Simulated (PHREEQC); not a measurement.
A solution holds 0.019 mmol/kgw KOH and 0.14 mmol/kgw Sr(OH)2, at 55 °C. It is in equilibrium with CO2 at log p = -3.5 (atm). Otherwise closed; pH follows from the charge balance.

The numbers come from PHREEQC with the Pitzer model, pitzer.dat.

No solid was allowed to form.

Q: Predict the pH, osmotic coefficient.

A: pH 7.97; osmotic coefficient 0.984.

Q: In which forms is C present?

A: HCO3- 97 %, CO2 1.9 %, CO3-2 0.7 % of the C.

Away from 25 °C the constants follow the database's enthalpies or fits; those with neither stay at their 25 °C values.
